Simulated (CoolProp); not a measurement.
Values from CoolProp's reference Helmholtz-energy equation of state, de Reuck 1993.

Problem. For methanol, give the phase and the Z, cp (kJ/(kg K)), speed of sound (m/s) at 256.1 K and 106 bar; 450 K and 106 bar.

Solution. 
- 256.1 K and 106 bar: liquid; Z 0.191, cp 2.33, speed of sound 1300
- 450 K and 106 bar: liquid; Z 0.144, cp 4.09, speed of sound 690
